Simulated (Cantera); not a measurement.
Feed: 1 mol Fe2O3, 0.78 mol CH4, 12 mol N2, held at 1.00 Torr.

Cantera equilibrium calculation (NASA polynomials, part measured and part estimated; ideal gas, pure solids and liquids). Candidate condensed phases: C, C6H6, C7H8, C8H18, Fe, Fe(CO)5, FeO, Fe(OH)2, Fe(OH)3, Fe2O3, Fe3O4, H2O; 140 gas species. The tables' stoichiometric FeO is somewhat more stable than real wüstite, so its field is too wide. FeO: taken at fixed stoichiometry. The numbers say what is thermodynamically allowed, not how fast it happens. All values below are at 2000 K.

Base state: N2 0.774, Fe 0.0665, H2O 0.0632, CO 0.0354, H2 0.0327, CO2 0.0149, H 0.00805, FeO 0.00256 (mole fractions); condensed: FeO(l).

Task: What changes in the equilibrium state with this change: N2 from 12 to 0.44 mol?

Result: 
```json
[
 {"species": "H2", "before": "0.0327", "after": "0.252"},
 {"species": "CO", "before": "0.0354", "after": "0.197"},
 {"species": "H2O", "before": "0.0632", "after": "0.195"},
 {"species": "N2", "before": "0.774", "after": "0.130"},
 {"species": "H", "before": "0.00805", "after": "0.0224"},
 {"species": "Fe", "before": "0.0665", "after": "0.166"},
 {"species": "CO2", "before": "0.0149", "after": "0.0332"},
 {"species": "O2", "before": "0.000233", "after": "3.74e-5"},
 {"species": "NO", "before": "0.000253", "after": "4.15e-5"},
 {"species": "Fe(OH)2", "before": "2.49e-5", "after": "7.71e-5"},
 {"species": "FeO(l), mol", "before": "0.930", "after": "1.43"}
]
```

Task: What changes in the equilibrium state with this change: CH4 from 0.78 to 0.32 mol?

Result: 
| species | before | after |
|---|---|---|
| N2 | 0.774 | 0.900 |
| H2O | 0.0632 | 0.0400 |
| Fe | 0.0665 | 0.0165 |
| H2 | 0.0327 | 0.00513 |
| CO | 0.0354 | 0.00889 |
| CO2 | 0.0149 | 0.0151 |
| O2 | 0.000233 | 0.00380 |
| NO | 0.000253 | 0.00110 |
| O | 0.000280 | 0.00113 |
| FeO(l), mol | 0.930 | 1.75 |
